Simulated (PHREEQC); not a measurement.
Dissolve 3.2 mmol/kgw HNO3 and 0.035 mmol/kgw FeCl3 at 25 °C. Closed to the air; pH follows from the charge balance.

Model: ion-association model, phreeqc.dat, run in PHREEQC.

| quantity | before | after |
|---|---|---|
| pH | 2.52 | 2.56 |
| FeOH+2 (mol/kgw) | 2.04e-5 | 2.11e-5 |
| Fe(OH)2+ (mol/kgw) | 1.84e-6 | 2.13e-6 |
| Fe(OH)3 (mol/kgw) | 7.33e-11 | 9.39e-11 |
| SI of Goethite (FeOOH) | +3.43 | +3.53 |
| SI of Hematite (Fe2O3) | +8.86 | +9.07 |

Task: Name the change that produced these shifts.
A) FeCl3 from 3.5e-05 to 0.00035 mol/kgw
B) FeCl3 from 3.5e-05 to 7e-05 mol/kgw
C) HNO3 from 0.0032 to 0.00288 mol/kgw
D) temperature from 25 to 85 °C
E) diluted 100-fold with water

Result: C, HNO3 from 0.0032 to 0.00288 mol/kgw

Precipitation was switched off in this run. Some of these states are supersaturated (in Hematite (slow to form), Goethite (slow to form), for instance).
